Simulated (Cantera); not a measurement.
What does this Cantera script print?

```python
import numpy as np
import cantera as ct

gas_names = """
    C CO COS CO2 CS CS2 C2 C2O C3 C3O2 C4 C5 O O2 O3 S SO SO2 SO3 S2 S2O S8
""".split()
cond_names = """
    C(gr) S(cr1) S(cr2) S(L)
""".split()


# ... load() reads the species with a 1 bar reference pressure and builds the phases ...
atoms = {
    'CS2': {'C': 1, 'S': 2},
    'SO2': {'S': 1, 'O': 2},
    'O2': {'O': 2},
}
top_T = {'C(gr)': 4500}  # K; cautious upper limits of use, not melting points


# ... equilibrate(T, P, feed) seeds the gas with the atoms and calls Mixture.equilibrate('TP', solver="vcs", rtol=1e-11, max_steps=5000) ...
results = []
T = 1300  # K
P = 1600000  # Pa
for m in [1.2, 1.6, 2, 2.4, 2.8, 3.2, 3.6, 4.1, 4.5, 4.9, 5.3, 5.7, 6.1]:
    feed = {'CS2': 1, 'SO2': 0.0042, 'O2': m}  # mol
    mix = equilibrate(T, P, feed)
    results.append((T, P, feed, dict(zip(mix.species_names, mix.species_moles))))
    x = sorted(zip(gas.X, gas.species_names), reverse=True)
    print(f"T = {T:g} K  P = {P:g} Pa  n(O2) = {m:g} mol  gas = {mix.phase_moles(0):.4g} mol")
    print("   x: " + "  ".join(f"{s} {v:.3e}" for v, s in x if v > 1e-06))
    print("   condensed (mol): " + ("  ".join(f"{mix.phase(i).name} {mix.phase_moles(i):.4g}"
          for i in range(1, mix.n_phases) if mix.phase_moles(i) > 1e-12) or "none"))
```

Output:

```
T = 1300 K  P = 1.6e+06 Pa  n(O2) = 1.2 mol  gas = 2.096 mol
   x: CO2 4.414e-01  S2 3.989e-01  SO2 1.066e-01  CO 1.867e-02  S2O 1.718e-02  COS 1.688e-02  SO 2.496e-04  CS2 1.534e-04  S8 3.429e-06
   condensed (mol): none
T = 1300 K  P = 1.6e+06 Pa  n(O2) = 1.6 mol  gas = 2.294 mol
   x: CO2 4.177e-01  S2 2.810e-01  SO2 2.620e-01  S2O 2.070e-02  CO 1.033e-02  COS 7.839e-03  SO 3.584e-04  CS2 3.496e-05
   condensed (mol): none
T = 1300 K  P = 1.6e+06 Pa  n(O2) = 2 mol  gas = 2.495 mol
   x: SO2 3.988e-01  CO2 3.896e-01  S2 1.816e-01  S2O 1.841e-02  CO 7.001e-03  COS 4.270e-03  SO 3.964e-04  CS2 1.112e-05
   condensed (mol): none
T = 1300 K  P = 1.6e+06 Pa  n(O2) = 2.4 mol  gas = 2.697 mol
   x: SO2 5.173e-01  CO2 3.636e-01  S2 9.831e-02  S2O 1.323e-02  CO 4.921e-03  COS 2.208e-03  SO 3.873e-04  CS2 3.188e-06
   condensed (mol): none
T = 1300 K  P = 1.6e+06 Pa  n(O2) = 2.8 mol  gas = 2.902 mol
   x: SO2 6.206e-01  CO2 3.407e-01  S2 2.872e-02  S2O 5.760e-03  CO 3.096e-03  COS 7.510e-04  SO 3.119e-04  SO3 1.276e-06
   condensed (mol): none
T = 1300 K  P = 1.6e+06 Pa  n(O2) = 3.2 mol  gas = 3.119 mol
   x: SO2 5.877e-01  CO2 3.207e-01  SO3 5.495e-02  O2 3.666e-02
   condensed (mol): none
T = 1300 K  P = 1.6e+06 Pa  n(O2) = 3.6 mol  gas = 3.454 mol
   x: SO2 4.933e-01  CO2 2.895e-01  O2 1.302e-01  SO3 8.694e-02
   condensed (mol): none
T = 1300 K  P = 1.6e+06 Pa  n(O2) = 4.1 mol  gas = 3.913 mol
   x: SO2 4.146e-01  CO2 2.555e-01  O2 2.323e-01  SO3 9.758e-02
   condensed (mol): none
T = 1300 K  P = 1.6e+06 Pa  n(O2) = 4.5 mol  gas = 4.293 mol
   x: SO2 3.683e-01  O2 3.002e-01  CO2 2.330e-01  SO3 9.855e-02
   condensed (mol): none
T = 1300 K  P = 1.6e+06 Pa  n(O2) = 4.9 mol  gas = 4.678 mol
   x: O2 3.578e-01  SO2 3.316e-01  CO2 2.138e-01  SO3 9.686e-02
   condensed (mol): none
T = 1300 K  P = 1.6e+06 Pa  n(O2) = 5.3 mol  gas = 5.066 mol
   x: O2 4.070e-01  SO2 3.016e-01  CO2 1.974e-01  SO3 9.397e-02
   condensed (mol): none
T = 1300 K  P = 1.6e+06 Pa  n(O2) = 5.7 mol  gas = 5.457 mol
   x: O2 4.495e-01  SO2 2.767e-01  CO2 1.832e-01  SO3 9.059e-02
   condensed (mol): none
T = 1300 K  P = 1.6e+06 Pa  n(O2) = 6.1 mol  gas = 5.85 mol
   x: O2 4.864e-01  SO2 2.556e-01  CO2 1.710e-01  SO3 8.705e-02
   condensed (mol): none
```

These are equilibrium values from Cantera (NASA tables, ideal gas, pure condensed phases), not measurements of a reactor.
